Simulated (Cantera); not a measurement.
A perfectly stirred reactor is fed with NH3 : N2 = 1 : 1.9 (molar parts), at 1.60 bar; it is held at 1900 K, and followed from long to short residence time.

Cantera simulation using the gas-phase N/H chemistry of the illustrative SiF4/NH3 mechanism in the Surface Chemkin manual (1991); the numbers are that mechanism's predictions, not measurements. Walls and surfaces, which speed up NH3 decomposition in real reactors, are not modelled.

### Question
What does this change do: temperature 1900 to 1300 K?

### Answer
```csv
quantity,before,after
x(NH3) at τ = 0.970 s,0.0372,0.344
x(N2H2) at τ = 0.970 s,5.68e-8,2.80e-8
x(H2) at τ = 0.970 s,0.343,0.000428
x(NH) at τ = 0.970 s,2.05e-6,3.15e-9
x(N2) at τ = 0.970 s,0.620,0.655
x(NH3) at τ = 19.0 ms,0.270,0.345
x(N2H2) at τ = 19.0 ms,8.74e-7,3.74e-9
x(H2) at τ = 19.0 ms,0.0827,1.83e-6
x(NH) at τ = 19.0 ms,4.60e-6,5.43e-10
x(N2) at τ = 19.0 ms,0.646,0.655
```

### Question
What does this change do: temperature 1900 to 2175 K?

### Answer
```csv
quantity,before,after
x(NH3) at τ = 0.970 s,0.0372,0.00221
x(N2H2) at τ = 0.970 s,5.68e-8,9.35e-9
x(H2) at τ = 0.970 s,0.343,0.381
x(NH) at τ = 0.970 s,2.05e-6,4.98e-6
x(N2) at τ = 0.970 s,0.620,0.615
x(NH3) at τ = 19.0 ms,0.270,0.0615
x(N2H2) at τ = 19.0 ms,8.74e-7,5.59e-7
x(H2) at τ = 19.0 ms,0.0827,0.315
x(NH) at τ = 19.0 ms,4.60e-6,2.16e-5
x(N2) at τ = 19.0 ms,0.646,0.622
```
